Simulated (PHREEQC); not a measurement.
**Phosphoric acid bath: an equilibrium model**

Solution (75 °C): 0.0031 mol/kgw H3PO4, 0.014 mol/kgw HCl and 8.7e-05 mol/kgw H4SiO4. Closed to the air; pH follows from the charge balance.

All values are PHREEQC results (ion-association model, phreeqc.dat), not measurements.

```
Quantity                       Value
--------------------  --------------
pH                              1.88
ionic strength        0.0148 mol/kgw
specific conductance     13500 µS/cm
total alkalinity        -17.1 meq/kg
```

```tsv
species	molality	activity	log γ
H+	0.0148	0.0132	-0.050
Cl-	0.0140	0.0122	-0.060
H3PO4	0.00229	0.00230	0.001
H2PO4-	0.000809	0.000710	-0.056
H4SiO4	8.70e-5	8.73e-5	0.001
HPO4-2	7.18e-9	4.25e-9	-0.228
```

No solid was allowed to form. Species that the database lacks are ignored. At this temperature some constants are extrapolated from 25 °C, and those without enthalpy data are left unchanged.
